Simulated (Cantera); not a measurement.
Equilibrium for boron, boron nitride and boron oxide: B2O3 + NH3

Feed: 1 mol B2O3, 0.72 mol NH3, at 1923 K and 0.210 bar.

Method: chemical equilibrium by Gibbs-energy minimisation in Cantera with the NASA 1993 tables (ideal gas, pure condensed phases). Candidate condensed phases: B, BN, B2O3, B3O3H3, H2O; 39 gas species. Equilibrium is a limit: real reactors are often held back by kinetics, nucleation or transport.

```
Property                                  Value
------------------------------------  ---------
x(H2)                                     0.595
x(N2)                                     0.215
x(B2O3)                                  0.0804
x(HBO2)                                  0.0534
x(HBO)                                   0.0409
x(B2O2)                                 0.00864
x(H2O)                                  0.00327
x(BO)                                   0.00171
x(H)                                    0.00159
n(B2O3(l))                            0.771 mol
gas amount                            1.672 mol
log10 activity of B(s) (absent)           -2.10
log10 activity of B3O3H3(s) (absent)      -9.59
```
